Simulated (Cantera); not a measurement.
# Thermodynamics of hydrogen reduction and annealing atmospheres, feed CuO + H2

Input: 1 mol CuO, 1.1 mol H2, equilibrated at 1.00 bar.

Method: chemical equilibrium by Gibbs-energy minimisation in Cantera with the NASA 1993 tables (ideal gas, pure condensed phases). Candidate condensed phases: Cu, CuO, Cu(OH)2, Cu2O, H2O; 12 gas species. Rates play no part.

From 975 K to 1275 K the condensed part is Cu(s). From 1425 K to 1875 K the condensed part is Cu(l).

| T (K) | x H2O | x H2 | x Cu | x H | x OH | x Cu2 | n Cu(s) | n Cu(l) |
|---|---|---|---|---|---|---|---|---|
| 975 | 0.909 | 0.0909 | 5.58e-12 | 3.45e-10 | 6.26e-12 | <1e-12 | 1.00 | 0 |
| 1125 | 0.909 | 0.0909 | 1.34e-9 | 1.34e-8 | 6.98e-10 | <1e-12 | 1.00 | 0 |
| 1275 | 0.909 | 0.0909 | 8.66e-8 | 2.22e-7 | 2.59e-8 | 5.54e-12 | 1.00 | 0 |
| 1425 | 0.909 | 0.0909 | 2.17e-6 | 2.06e-6 | 4.50e-7 | 5.10e-10 | 0 | 1.000 |
| 1575 | 0.909 | 0.0909 | 2.73e-5 | 1.25e-5 | 4.55e-6 | 1.70e-8 | 0 | 1.000 |
| 1725 | 0.909 | 0.0909 | 0.000219 | 5.60e-5 | 3.08e-5 | 2.99e-7 | 0 | 1.000 |
| 1875 | 0.908 | 0.0908 | 0.00124 | 0.000197 | 0.000154 | 3.25e-6 | 0 | 0.999 |
x: gas mole fraction; n: condensed amount in mol.
